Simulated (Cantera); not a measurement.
Transport properties of process gases

Gas mixture: H2 : CO2 : C2H4 : CH4 = 0.53 : 0.86 : 0.95 : 0.88 (molar parts), at 143 Torr, frozen composition.

Cantera's kinetic-theory transport with the Lennard-Jones parameters of GRI-Mech 3.0, ideal gas; thermal conductivity in the mixture-averaged form. The composition is frozen, though it would react at the higher temperatures.

| T (K) | ρ (kg/m³) | cp (J/kg/K) | μ (µPa s) | λ (mW/m/K) | Pr | D (cm²/s) O | D (cm²/s) NO | D (cm²/s) OH |
|---|---|---|---|---|---|---|---|---|
| 400 | 0.141 | 1715 | 16.3 | 53.8 | 0.520 | 2.78 | 1.78 | 2.73 |
| 650 | 0.0870 | 2225 | 24.3 | 93.6 | 0.577 | 6.46 | 4.16 | 6.34 |
| 900 | 0.0628 | 2591 | 30.9 | 133 | 0.602 | 11.2 | 7.24 | 11.0 |
| 1150 | 0.0492 | 2879 | 36.8 | 171 | 0.619 | 16.9 | 10.9 | 16.6 |
| 1400 | 0.0404 | 3087 | 42.1 | 207 | 0.627 | 23.5 | 15.2 | 23.1 |
| 1650 | 0.0343 | 3244 | 47.0 | 242 | 0.631 | 30.9 | 20.0 | 30.3 |
D: mixture-averaged diffusion coefficient of that species in the mixture.
